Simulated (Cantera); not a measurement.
Input (Python, Cantera) and output of one run.

```python
import numpy as np
import cantera as ct

gas_names = """
    Br Br2 H HBr H2 Si SiBr SiBr2 SiBr3 SiBr4 SiH SiHBr3 SiH2 SiH2Br2 SiH3 SiH3Br SiH4 Si2 Si3
""".split()
cond_names = """
    Br2(cr) Br2(L) Si(cr) Si(L)
""".split()


def load(file, names, dense=False):
    # The tables refer to 1 bar. Condensed volumes are neglected.
    table = {s.name: s for s in ct.Species.list_from_file(file)}
    out = []
    for n in names:
        d = dict(table[n].input_data)
        d["thermo"] = dict(d["thermo"], **{"reference-pressure": 1e5})
        if dense:
            d["equation-of-state"] = {"model": "constant-volume", "density": "1e6 g/cm^3"}
        out.append(ct.Species.from_dict(d))
    return out


gas = ct.Solution(thermo="ideal-gas", species=load("nasa_gas.yaml", gas_names))
cond = {s.name: ct.Solution(thermo="fixed-stoichiometry", species=[s], name=s.name)
        for s in load("nasa_condensed.yaml", cond_names, dense=True)}
atoms = {
    'Si': {'Si': 1},
    'Br2': {'Br': 2},
    'H2': {'H': 2},
}
top_T = {}  # K; cautious upper limits of use, not melting points


def equilibrate(T, P, feed):
    n = {}
    for name, mol in feed.items():
        for a, k in atoms[name].items():
            n[a] = n.get(a, 0.0) + k * mol
    gas.TPX = T, P, n
    mass = sum(n.values()) * gas.mean_molecular_weight
    gas.equilibrate("TP")
    valid = [c for c in cond.values() if c.min_temp <= T <= top_T.get(c.name, c.max_temp)]
    mix = ct.Mixture([(gas, mass / gas.mean_molecular_weight)] + [(c, 0.0) for c in valid])
    mix.T, mix.P = T, P
    mix.equilibrate("TP", solver="vcs", rtol=1e-11, max_steps=5000)
    return mix


results = []
feed = {'Si': 1, 'Br2': 1.6, 'H2': 36}  # mol
T = 1623.15  # K
P = 10000  # Pa
mix = equilibrate(T, P, feed)
results.append((T, P, feed, dict(zip(mix.species_names, mix.species_moles))))
print(gas.report(threshold=0.0001))
for i in range(1, mix.n_phases):
    print(f"{mix.phase(i).name:16s} {mix.phase_moles(i):12.5e} mol")
```

Result:

```
       temperature   1623.2 K
          pressure   10000 Pa
           density   0.0067005 kg/m^3
  mean mol. weight   9.0427 kg/kmol
   phase of matter   gas

                          1 kg             1 kmol
                     ---------------   ---------------
          enthalpy        4.2218e+06        3.8176e+07  J
   internal energy        2.7294e+06        2.4681e+07  J
           entropy             23216        2.0993e+05  J/K
    Gibbs function       -3.3461e+07       -3.0258e+08  J
 heat capacity c_p            3677.5             33255  J/K
 heat capacity c_v            2758.1             24940  J/K

                      mass frac. Y      mole frac. X     chem. pot. / RT
                     ---------------   ---------------   ---------------
                Br         0.0080805        0.00091447           -24.276
                 H        2.3482e-05        0.00021065           -10.608
               HBr            0.5508          0.061557           -34.883
                H2           0.20645           0.92604           -21.215
             SiBr2           0.23178          0.011155           -53.335
     [  +14 minor]         0.0028571        0.00012428

Br2(L)            0.00000e+00 mol
Si(cr)            5.75684e-01 mol
```

Method: chemical equilibrium by Gibbs-energy minimisation in Cantera with the NASA 1993 tables (ideal gas, pure condensed phases). The tables' values for SiBr3, SiBr are old estimates; treat these amounts as uncertain.
